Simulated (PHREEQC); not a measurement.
1 kg of water holding 0.047 mol/kgw KCl, 0.045 mol/kgw NaCl, 0.017 mol/kgw SrCl2, 0.0032 mol/kgw MgCl2 and 0.097 mol/kgw CaCl2 is evaporated at 25 °C; the solids stay in contact with the brine. CO2 from the air is kept out. Only these solids could form: Bischofite, Brucite, Carnallite, Halite, Portlandite, Sylvite, MgCl2_4H2O.

Model: Pitzer model, pitzer.dat, run in PHREEQC.

```
water left (kg)  ionic strength  water activity  Halite (mol)  Sylvite (mol)  Mg in solution (mol/kgw)  Ca in solution (mol/kgw)
---------------  --------------  --------------  ------------  -------------  ------------------------  ------------------------
1                         0.444           0.992             0              0                   0.00320                    0.0970
0.6755                    0.657           0.987             0              0                   0.00474                     0.144
0.5552                    0.799           0.985             0              0                   0.00576                     0.175
0.375                      1.18           0.977             0              0                   0.00853                     0.259
0.2533                     1.75           0.965             0              0                    0.0126                     0.383
0.1711                     2.59           0.945             0              0                    0.0187                     0.567
0.1407                     3.15           0.931             0              0                    0.0228                     0.690
0.09502                    4.67           0.888             0              0                    0.0337                      1.02
0.06418                    6.91           0.814             0              0                    0.0499                      1.51
0.04335                    10.2           0.690             0              0                    0.0738                      2.24
0.03564                    12.3           0.610       0.00175        0.00407                    0.0898                      2.72
0.02407                    15.7           0.480        0.0355         0.0290                     0.133                      4.03
```

Halite from water left = 0.03564 kg; Sylvite from water left = 0.03564 kg.

Species that the database lacks are ignored.
